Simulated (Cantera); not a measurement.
Mixture: CO : H2 : CH4 : O2 : N2 = 1 : 0.051 : 1.4 : 2.56 : 9.62 (molar parts), equivalence ratio 1.3, at 13.0 bar, adiabatic and at constant pressure. Ignition delay is the time to a rise of 400 K.

Detailed kinetics in Cantera: GRI-Mech 3.0 (53 species, 325 reactions). The pressure lies above the range GRI-Mech 3.0 was tuned for (to about 10 atm). Below about 1000 K GRI-Mech 3.0 lacks low-temperature oxidation paths. Below about 950 K walls govern HO2 and H2O2 in real vessels.

Problem. What does this change do: O2 2.56 to 1.5 parts?

Solution. 
| quantity | before | after |
|---|---|---|
| delay at 850 K | 1.23 s | 1.68 s |
| delay at 950 K | 0.171 s | 0.322 s |
| delay at 1050 K | 34.3 ms | 81.0 ms |
| delay at 1150 K | 8.61 ms | 21.8 ms |
| apparent activation energy between 1100 and 1200 K | 140 kJ/mol | 140 kJ/mol |

Problem. What does this change do: constant volume in place of constant pressure?

Solution. 
| quantity | before | after |
|---|---|---|
| delay at 850 K | 1.23 s | 1.15 s |
| delay at 950 K | 0.171 s | 0.161 s |
| delay at 1050 K | 34.3 ms | 32.0 ms |
| delay at 1150 K | 8.61 ms | 7.90 ms |
| apparent activation energy between 1100 and 1200 K | 140 kJ/mol | 140 kJ/mol |
